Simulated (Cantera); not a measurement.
Moist CO burnout

An isothermal, constant-pressure homogeneous reactor starts with CO : O2 : H2O : N2 = 0.0097 : 0.079 : 0.00021 : 1 (molar parts), equivalence ratio 0.061, at 1125 K and 0.819 atm.

Cantera simulation using GRI-Mech 3.0 (53 species, 325 reactions); the numbers are that mechanism's predictions, not measurements.

```csv
t (s),x CO,x O2,x H2O,x H,x HO2
9.00e-6,0.00891,0.0725,0.000193,<1e-12,<1e-12
7.46e-5,0.00891,0.0725,0.000193,<1e-12,<1e-12
0.000618,0.00891,0.0725,0.000193,3.90e-12,2.17e-11
0.00512,0.00891,0.0725,0.000193,7.84e-11,2.55e-9
0.0424,0.00874,0.0724,0.000191,4.11e-7,1.12e-6
0.352,0.000728,0.0687,0.000192,7.20e-8,4.98e-7
2.91,9.63e-6,0.0684,0.000194,1.98e-10,3.34e-8
24.1,1.25e-8,0.0684,0.000194,<1e-12,6.52e-10
200,1.01e-10,0.0684,0.000194,<1e-12,1.00e-10
```
x: mole fraction; the columns are a selection and need not sum to one.

Equilibrium at this temperature and pressure: CO 1.00e-10, O2 0.0684, H2O 0.000194, H <1e-12, HO2 9.98e-11 (gas phase only).
